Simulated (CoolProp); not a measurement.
Vapour-liquid equilibrium of carbon dioxide (1) + R134a (2) at 231.8 K; x and y are mole fractions of (1).

The numbers come from the multi-fluid Helmholtz-energy mixture model, Span 1996 and Tillner-Roth 1994; pair parameters Bell 2016 in CoolProp.

```csv
x,"bubble pressure, mixture model (kPa)","bubble pressure, Raoult's law (kPa)","y, mixture model","y, Raoult's law"
0.05,84.26,93.07,0.455,0.513
0.15,168.3,183.9,0.751,0.780
0.25,261.5,274.6,0.855,0.870
0.35,358.0,365.4,0.906,0.915
0.45,453.4,456.2,0.935,0.943
0.55,545.8,547.0,0.954,0.961
0.65,635.1,637.7,0.968,0.974
0.75,722.8,728.5,0.978,0.984
0.85,811.8,819.3,0.987,0.991
0.95,905.6,910.1,0.996,0.997
```

The largest gap from Raoult's law is -9.5 % in bubble pressure, at x = 0.05. No azeotrope shows between x = 0.05 and 0.95.

Pair parameters are fitted to limited data, so mixtures are less certain than the pure fluids.
